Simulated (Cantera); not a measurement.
Feed: 1 mol FeS, 950 mol H₂, at 100000 Pa.

Method: chemical equilibrium by Gibbs-energy minimisation in Cantera with the NASA 1993 tables (ideal gas, pure condensed phases). Candidate condensed phases: Fe, FeS, FeS₂, S; 8 gas species. Equilibrium is a limit: real reactors are often held back by kinetics, nucleation or transport.

Problem. What share of the Fe ends up in condensed phases as a function of T (°C), at 1350, 1400, 1450, 1500, 1550, 1600, 1650, 1700, 1750?

Solution. 
```
T (°C)  Fe condensed (%)     as
------  ----------------  -----
1350                99.8  Fe(γ)
1400                99.6  Fe(δ)
1450                99.1  Fe(δ)
1500                98.1  Fe(δ)
1550                96.1  Fe(l)
1600                92.5  Fe(l)
1650                85.9  Fe(l)
1700                74.5  Fe(l)
1750                55.2  Fe(l)
```
